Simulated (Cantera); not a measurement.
A counterflow diffusion flame at 0.760 bar, nozzles 20 mm apart: fuel side CO : H2 : N2 = 1 : 0.19 : 1.2 (molar parts) at 450 K, oxidiser side O2 : N2 = 0.2 : 0.8 (molar parts) at 648 K, fuel mass flux 0.95 times the oxidiser's; mixture-averaged transport, no radiation.

Computed with Cantera and GRI-Mech 3.0 (53 species, 325 reactions). The maximum strain rate includes the flame's own expansion and is several times the mean. A flux with no burning solution from the previous one only brackets extinction.

x: mole fraction; the columns are a selection and need not sum to one.

| oxidiser flux (kg/m²/s) | max strain (1/s) | mean strain (1/s) | T max (K) | peak x OH | peak x H | peak x NO | peak x CO |
|---|---|---|---|---|---|---|---|
| 0.46 | 302 | 98.1 | 1742 | 0.00412 | 0.00868 | 3.54e-5 | 0.421 |
| 0.62 | 401 | 132 | 1707 | 0.00404 | 0.00948 | 3.19e-5 | 0.421 |
| 0.84 | 535 | 179 | 1670 | 0.00391 | 0.0103 | 2.84e-5 | 0.420 |
| 1.1 | 691 | 234 | 1635 | 0.00377 | 0.0109 | 2.54e-5 | 0.420 |
| 1.6 | 984 | 341 | 1581 | 0.00349 | 0.0116 | 2.08e-5 | 0.420 |
| 2.1 | [?] | 448 | 1539 | 0.00325 | 0.0118 | [?] | 0.420 |
| 2.9 | [?] | 618 | 1481 | [?] | 0.0117 | [?] | 0.420 |
| 3.9 | 2280 | 831 | 1411 | 0.00240 | 0.0106 | 8.43e-6 | 0.420 |
| 5.4 | 3020 | 1150 | 1271 | 0.00148 | 0.00679 | 2.56e-6 | 0.420 |

### Question
Fill in the missing entries.

### Answer

- 2.1, max strain (1/s): 1280
- 2.1, peak x NO: 1.74e-5
- 2.9, max strain (1/s): 1730
- 2.9, peak x OH: 0.00287
- 2.9, peak x NO: 1.29e-5
